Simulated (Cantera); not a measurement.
A freely propagating, adiabatic, planar premixed flame of H₂ : O₂ : N₂ = 1 : 0.385 : 1.45 (molar parts), equivalence ratio 1.3, unburnt at 450 K and 101000 Pa; mixture-averaged transport, grid criteria slope 0.08 and curve 0.16, no radiation.

Cantera simulation using the H2/O2 subset of GRI-Mech 3.0, which has no nitrogen chemistry; the numbers are that mechanism's predictions, not measurements. Burning velocities carry a grid error of a few per cent, more on coarse grids.

Predict: laminar burning velocity; thermal thickness; peak x(HO₂); peak x(H₂O₂); peak x(O).


```
Item                         Value
------------------------  --------
laminar burning velocity  535 cm/s
thermal thickness         0.402 mm
peak x(HO₂)               0.000414
peak x(H₂O₂)               4.79e-5
peak x(O)                  0.00841
```
